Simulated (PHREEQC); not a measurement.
0.015 g of hydrous ferric oxide (600 m²/g; 0.2 weak and 0.005 strong sites per Fe, Dzombak-Morel constants, diffuse double layer) in 1 kg of water with 0.01 mol/kgw of an inert sodium salt and 1.1e-07 mol NaF, at 25 °C; the pH is set by adding NaOH or the inert anion's acid. Oxygen is held at 0.21 atm. The system is closed to CO2. Nothing may precipitate in this run.

Base run: PHREEQC, ion-association model, wateq4f.dat. Each further column changes one thing. The table gives F sorbed (%).

```
pH     base  background salt from 0.01 to 0.001 mol/kgw  oxide from 0.015 to 0.075 g/kgw  6.6e-05 mol/kgw CuCl2 added
-----  ----  ------------------------------------------  -------------------------------  ---------------------------
3      49.2                                        77.9                             82.9                         48.8
3.67   56.3                                        81.6                             86.6                         56.0
4.33   45.7                                        69.7                             80.8                         45.6
5.67   11.9                                        18.3                             40.3                         16.1
6.33    4.0                                         5.4                             17.1                          9.3
7       1.1                                         1.3                              5.1                          3.2
7.67    0.3                                         0.3                              1.3                          0.8
8.33    0.1                                         0.1                              0.3                          0.2
9.67    0.0                                         0.0                              0.0                          0.0
10.33   0.0                                         0.0                              0.0                          0.0
11      0.0                                         0.0                              0.0                          0.0
```

The oxide is taken as insoluble; below pH 4 it would dissolve. In at least one series the solution becomes supersaturated in solids that the run did not let form, among them Cu(OH)2. The database's constant for dissolved Cu(OH)2 is higher than later reviews accept.
